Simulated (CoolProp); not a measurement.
Water along the isobar 100 MPa: Z from the reference equation and from simpler models built on Tc = 647.1 K, pc = 22.06 MPa, ω = 0.344; each cubic takes its own stable root.

Values from CoolProp's reference Helmholtz-energy equation of state, Wagner 2002.

```csv
T (K),phase,reference,van der Waals,Redlich-Kwong,Soave-Redlich-Kwong
293.2,liquid,0.7108,…,0.9811,0.9624
338.7,liquid,0.6274,1.270,0.8778,0.8569
384.2,liquid,0.5682,1.150,…,0.7807
429.7,liquid,0.5254,1.058,0.7480,0.7253
475.2,liquid,0.4946,0.9870,0.7083,0.6861
520.7,liquid,0.4733,0.9310,0.6805,…
566.2,liquid,0.4605,0.8871,0.6628,0.6469
611.7,liquid,0.4559,0.8531,0.6543,0.6456
```

Some entries are withheld; supply them.


- 293.2, van der Waals: 1.430
- 384.2, Redlich-Kwong: 0.8029
- 520.7, Soave-Redlich-Kwong: 0.6604
